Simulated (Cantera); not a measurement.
Cantera run:

```python
import numpy as np
import cantera as ct

gas_names = """
    CO2 CO
""".split()
cond_names = """
    TaC(s) TaC(L) Ta2O5(s) Ta2O5(L)
""".split()


# ... load() reads the species with a 1 bar reference pressure and builds the phases ...
species = {s.name: s for s in load("nasa_gas.yaml", gas_names) + load("nasa_condensed.yaml", cond_names)}
# Each term lists the table entries of one substance; the one whose range holds T is used.
reactions = {
    '2 TaC + 7 CO2(g) = Ta2O5 + 9 CO(g)':
        [(-2, ['TaC(s)', 'TaC(L)']), (-7, ['CO2']), (1, ['Ta2O5(s)', 'Ta2O5(L)']), (9, ['CO'])],
}


def pick(names, T):
    return next(species[n] for n in names if species[n].thermo.min_temp <= T <= species[n].thermo.max_temp)


results = []
for label, terms in reactions.items():
    print(label)
    print("     T/K   dH/kJ  dS/(J/K)   dG/kJ   log10 K")
    for T in [300, 2598, 2623, 2648, 2673, 2698, 2723, 2748, 2773, 2798]:
        used = [(nu, pick(names, T)) for nu, names in terms]
        dH = sum(nu * s.thermo.h(T) for nu, s in used) / 1e6
        dS = sum(nu * s.thermo.s(T) for nu, s in used) / 1e3
        dG = dH - T * dS / 1e3
        logK = -dG * 1e6 / (ct.gas_constant * T * np.log(10))
        results.append((label, T, dH, dS, dG, logK, [s.name for _, s in used]))
        print(f"{T:8g} {dH:8.1f} {dS:8.1f} {dG:8.1f} {logK:8.2f}")
```

Result:

```
2 TaC + 7 CO2(g) = Ta2O5 + 9 CO(g)
     T/K   dH/kJ  dS/(J/K)   dG/kJ   log10 K
     300      2.1    341.2   -100.3    17.46
    2598    135.1    426.1   -971.8    19.54
    2623    135.5    426.2   -982.5    19.56
    2648    135.8    426.3   -993.1    19.59
    2673    136.2    426.5  -1003.8    19.62
    2698    136.6    426.6  -1014.4    19.64
    2723    136.9    426.7  -1025.1    19.66
    2748    137.2    426.9  -1035.8    19.69
    2773    137.6    427.0  -1046.5    19.71
    2798    137.9    427.1  -1057.1    19.73
```

Source: NASA polynomial tables (part measured, part estimated), evaluated in Cantera. TaC: taken at fixed stoichiometry. Condensed species are held in their standard states even where they would react or evaporate.
